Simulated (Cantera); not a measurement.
Feed: 1 mol C, 0.28 mol H2O, 25 mol H2, equilibrated at 2800 K and 19000 Pa.

Cantera equilibrium calculation (NASA polynomials, part measured and part estimated; ideal gas, pure solids and liquids). Candidate condensed phases: C, C6H6, C7H8, C8H18, H2O; 110 gas species. Rates play no part.

Base state: H2 0.808, H 0.169, C2H2 (acetylene) 0.0123, CO 0.0100, C2H 0.000323, C4H2 7.74e-5, C3 5.10e-5, CH3 2.86e-5 (mole fractions); condensed: gas only.

Task: What changes in the equilibrium state with this change: temperature from 2800 K to 2350 K?

Result: 
```json
[
 {"species": "H2", "before": "0.808", "after": "0.956"},
 {"species": "H", "before": "0.169", "after": "0.0280"},
 {"species": "CO", "before": "0.0100", "after": "0.0108"},
 {"species": "C2H2 (acetylene)", "before": "0.0123", "after": "0.00527"},
 {"species": "C", "before": "2.34e-5", "after": "9.76e-8"},
 {"species": "C3", "before": "5.10e-5", "after": "2.17e-7"},
 {"species": "C2H", "before": "0.000323", "after": "7.89e-6"},
 {"species": "C(graphite), mol", "before": "0", "after": "0.443"}
]
```

Task: What changes in the equilibrium state with this change: temperature from 2800 K to 2675 K?

Result: 
```tsv
species	before	after
H2	0.808	0.866
H	0.169	0.110
C2H2 (acetylene)	0.0123	0.0129
CO	0.0100	0.0103
C	2.34e-5	6.89e-6
C3	5.10e-5	1.91e-5
```
